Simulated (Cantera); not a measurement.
Charge: 1 mol Cu₂O, 5.4 mol CO, 0.14 mol H₂, 4.9 mol CH₄, at 1000 Pa.

These are equilibrium values from Cantera (NASA tables, ideal gas, pure condensed phases), not measurements of a reactor. Candidate condensed phases: C, C₆H₆, C₇H₈, C₈H₁₈, Cu, CuO, Cu(OH)₂, Cu₂O, H₂O; 113 gas species. The numbers say what is thermodynamically allowed, not how fast it happens.

x: gas mole fraction; n: condensed amount in mol.

| T (K) | x H₂ | x CO | x Cu | x H | x C₂H₂ (acetylene) | n C(graphite) | n Cu(l) |
|---|---|---|---|---|---|---|---|
| 1498 | 0.608 | 0.391 | 0.000795 | 0.000134 | 5.36e-6 | 3.90 | 1.99 |
| 1548 | 0.607 | 0.391 | 0.00180 | 0.000240 | 9.52e-6 | 3.90 | 1.97 |
| 1598 | 0.606 | 0.390 | 0.00386 | 0.000414 | 1.63e-5 | 3.90 | 1.94 |
| 1648 | 0.603 | 0.388 | 0.00790 | 0.000691 | 2.70e-5 | 3.90 | 1.87 |
| 1698 | 0.598 | 0.385 | 0.0155 | 0.00112 | 4.31e-5 | 3.90 | 1.74 |
| 1748 | 0.589 | 0.380 | 0.0291 | 0.00175 | 6.65e-5 | 3.90 | ? |
| 1798 | 0.574 | 0.370 | 0.0529 | 0.00267 | 9.90e-5 | 3.90 | ? |
| 1848 | 0.548 | 0.354 | 0.0929 | 0.00393 | 0.000141 | 3.89 | ? |
| 1898 | 0.537 | 0.348 | 0.108 | 0.00573 | 0.000202 | 3.89 | 0 |
| 1948 | 0.535 | 0.348 | 0.108 | 0.00827 | 0.000289 | 3.89 | 0 |
| 1998 | 0.533 | 0.347 | 0.108 | 0.0117 | 0.000404 | 3.89 | 0 |
| 2048 | 0.529 | 0.346 | 0.108 | 0.0163 | 0.000555 | 3.88 | 0 |

### Question
Complete the blanks.

### Answer

- 1748, n Cu(l): 1.51
- 1798, n Cu(l): 1.08
- 1848, n Cu(l): 0.314
